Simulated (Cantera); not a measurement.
Pyrogenic steam for wet oxidation

An isothermal, constant-pressure homogeneous reactor starts with 30.9 % H2, 18.2 % O2, 50.9 % N2, equivalence ratio 0.85, at 1325 K and 750 Torr.

Computed with Cantera and the H2/O2 subset of GRI-Mech 3.0, which has no nitrogen chemistry. The temperature is held fixed by assumption; the heat of reaction is taken as removed at once.

```json
[
 {"t (s)": "0.000800", "x H2": "0.000146", "x O2": "0.0323", "x OH": "0.000259", "x O": "1.30e-5", "x H2O": "0.365"},
 {"t (s)": "0.00157", "x H2": "3.89e-5", "x O2": "0.0322", "x OH": "0.000152", "x O": "4.20e-6", "x H2O": "0.365"},
 {"t (s)": "0.00308", "x H2": "1.08e-5", "x O2": "0.0322", "x OH": "9.35e-5", "x O": "1.55e-6", "x H2O": "0.366"},
 {"t (s)": "0.00604", "x H2": "3.55e-6", "x O2": "0.0322", "x OH": "6.05e-5", "x O": "6.47e-7", "x H2O": "0.366"},
 {"t (s)": "0.0118", "x H2": "1.45e-6", "x O2": "0.0322", "x OH": "4.11e-5", "x O": "2.98e-7", "x H2O": "0.366"},
 {"t (s)": "0.0232", "x H2": "7.05e-7", "x O2": "0.0323", "x OH": "2.91e-5", "x O": "1.50e-7", "x H2O": "0.366"},
 {"t (s)": "0.0456", "x H2": "4.11e-7", "x O2": "0.0323", "x OH": "2.19e-5", "x O": "8.46e-8", "x H2O": "0.366"},
 {"t (s)": "0.0894", "x H2": "3.04e-7", "x O2": "0.0323", "x OH": "1.81e-5", "x O": "5.79e-8", "x H2O": "0.366"},
 {"t (s)": "0.175", "x H2": "2.77e-7", "x O2": "0.0323", "x OH": "1.69e-5", "x O": "5.05e-8", "x H2O": "0.366"},
 {"t (s)": "0.344", "x H2": "2.75e-7", "x O2": "0.0323", "x OH": "1.67e-5", "x O": "4.98e-8", "x H2O": "0.366"},
 {"t (s)": "0.675", "x H2": "2.75e-7", "x O2": "0.0323", "x OH": "1.67e-5", "x O": "4.98e-8", "x H2O": "0.366"},
 {"t (s)": "1.32", "x H2": "2.75e-7", "x O2": "0.0323", "x OH": "1.67e-5", "x O": "4.98e-8", "x H2O": "0.366"},
 {"t (s)": "2.60", "x H2": "2.75e-7", "x O2": "0.0323", "x OH": "1.67e-5", "x O": "4.98e-8", "x H2O": "0.366"},
 {"t (s)": "5.10", "x H2": "2.75e-7", "x O2": "0.0323", "x OH": "1.67e-5", "x O": "4.98e-8", "x H2O": "0.366"},
 {"t (s)": "10.0", "x H2": "2.75e-7", "x O2": "0.0323", "x OH": "1.67e-5", "x O": "4.98e-8", "x H2O": "0.366"}
]
```
x: mole fraction; the columns are a selection and need not sum to one.

Equilibrium at this temperature and pressure: H2 2.75e-7, O2 0.0323, OH 1.67e-5, O 4.98e-8, H2O 0.366 (gas phase only).
